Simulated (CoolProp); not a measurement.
Saturation properties of n-nonane.

Values from CoolProp's reference Helmholtz-energy equation of state, Lemmon 2006. It is a short technical equation, of lower accuracy than the large ones.

```
T (°C)    p (MPa)  liquid density (kg/m³)  vapour Z
------  ---------  ----------------------  --------
23.55   0.0005296                   715.1    0.9988
43.85    0.001747                   699.1    0.9970
64.05    0.004817                   682.9    0.9936
84.25     0.01154                   666.5    0.9877
104.45    0.02468                   649.7    0.9787
124.65    0.04801                   632.3    0.9656
144.85    0.08641                   614.4    0.9479
165.05     0.1457                       …    0.9249
185.25     0.2328                       …    0.8957
205.45     0.3553                   554.3    0.8597
225.65          …                   531.0    0.8156
245.85     0.7417                   504.9    0.7616
```

Q: What belongs in the gaps?

A: 
- 165.05, liquid density (kg/m³): 595.5
- 185.25, liquid density (kg/m³): 575.6
- 225.65, p (MPa): 0.5217

It boils at 150.8 °C under 1 atm.
